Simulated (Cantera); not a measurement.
Mixture: CH₄ : H₂ : O₂ : N₂ = 1 : 0.44 : 2.92 : 12.9 (molar parts), at 27000 Torr, adiabatic and at constant volume. Ignition delay is the time to a rise of 400 K.

Detailed kinetics in Cantera: GRI-Mech 3.0 (53 species, 325 reactions). The pressure lies above the range GRI-Mech 3.0 was tuned for (to about 10 atm).

Task: What does this change do: H2 0.44 to 0.16 parts?

Result: 
```json
[
 {"quantity": "delay at 1100 K", "before": "1.15 ms", "after": "1.50 ms"},
 {"quantity": "delay at 1200 K", "before": "0.242 ms", "after": "0.385 ms"},
 {"quantity": "delay at 1300 K", "before": "73.1 µs", "after": "0.137 ms"},
 {"quantity": "delay at 1400 K", "before": "30.1 µs", "after": "59.9 µs"},
 {"quantity": "delay at 1500 K", "before": "14.9 µs", "after": "28.8 µs"},
 {"quantity": "delay at 1600 K", "before": "8.12 µs", "after": "14.6 µs"},
 {"quantity": "delay at 1700 K", "before": "4.65 µs", "after": "7.70 µs"},
 {"quantity": "apparent activation energy between 1500 and 1700 K", "before": "120 kJ/mol", "after": "140 kJ/mol"}
]
```

Task: What does this change do: pressure from 27000 Torr to 413 Torr?

Result: 
```
quantity                                                before       after
--------------------------------------------------  ----------  ----------
delay at 1100 K                                        1.15 ms     11.1 ms
delay at 1200 K                                       0.242 ms     4.18 ms
delay at 1300 K                                        73.1 µs     1.75 ms
delay at 1400 K                                        30.1 µs    0.835 ms
delay at 1500 K                                        14.9 µs    0.445 ms
delay at 1600 K                                        8.12 µs    0.258 ms
delay at 1700 K                                        4.65 µs    0.158 ms
apparent activation energy between 1500 and 1700 K  120 kJ/mol  110 kJ/mol
```
